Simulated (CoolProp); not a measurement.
Vapour-liquid equilibrium of ethane (1) + C3F8 (R218) (2) at 182.2 K; x and y are mole fractions of (1).

Computed with CoolProp (multi-fluid Helmholtz-energy mixture model, Bücker 2006 and Lemmon 2006; pair parameters Bell 2016).

Problem. Give the bubble pressure and the first vapour's composition at x = 0.55, 0.65, 0.85. Is there an azeotrope?

Solution. x = 0.55: 78.39 kPa, y = 0.965; x = 0.65: 78.50 kPa, y = 0.966; x = 0.85: 81.76 kPa, y = 0.972. No azeotrope shows between x = 0.05 and 0.95.

Pair parameters are fitted to limited data, so mixtures are less certain than the pure fluids. With so large a gap from Raoult's law the liquid may split in two, which this calculation doesn't test in full.
